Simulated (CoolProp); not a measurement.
20 sccm (0 °C, 1 atm) of nitrogen bubbles through liquid R365MFC at 282.5 K and leaves saturated at a total pressure of 0.15 MPa (ideal gas phase). Each further row changes one setting.

Model: reference Helmholtz-energy equation of state, Lemmon 2016, in CoolProp.

```csv
case,vapour pressure (kPa),mole fraction of vapour,delivery (mg/min),delivery (sccm),change of delivery for a bath 1 K warmer (%)
as stated,28.9,0.193,31.5,4.77,5.9
bath temperature 287.5 K,36.2,0.241,42.0,6.36,6.0
total pressure 0.3 MPa,28.9,0.0963,14.1,2.13,5.2
```
